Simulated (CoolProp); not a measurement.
A simple Rankine cycle with R11: condensing at 311.15 K, boiler at 3.54 MPa, turbine inlet 458.2 K, turbine efficiency 0.9, pump efficiency 0.6, no recuperator. Each further row changes one setting.

Model: reference Helmholtz-energy equation of state, Jacobsen 1992, in CoolProp.

```tsv
case	thermal efficiency (%)	net work (kJ/kg)	heat in (kJ/kg)	turbine exit temperature (K)	volume ratio over the turbine
as stated	…	…	222	313.0	26.1
turbine inlet 478.2 K	…	52.3	247	340.7	22.6
condensing temperature 303.15 K	…	49.4	…	305.0	33.3
boiler pressure 2.48 MPa	19.7	…	245	…	14.8
turbine efficiency 0.8	17.9	39.8	222	…	26.9
```

Q: Complete the blanks.

A: 
- as stated, thermal efficiency (%): 20.4
- as stated, net work (kJ/kg): 45.3
- turbine inlet 478.2 K, thermal efficiency (%): 21.2
- condensing temperature 303.15 K, thermal efficiency (%): 21.5
- condensing temperature 303.15 K, heat in (kJ/kg): 230
- boiler pressure 2.48 MPa, net work (kJ/kg): 48.2
- boiler pressure 2.48 MPa, turbine exit temperature (K): 344.4
- turbine efficiency 0.8, turbine exit temperature (K): 321.7
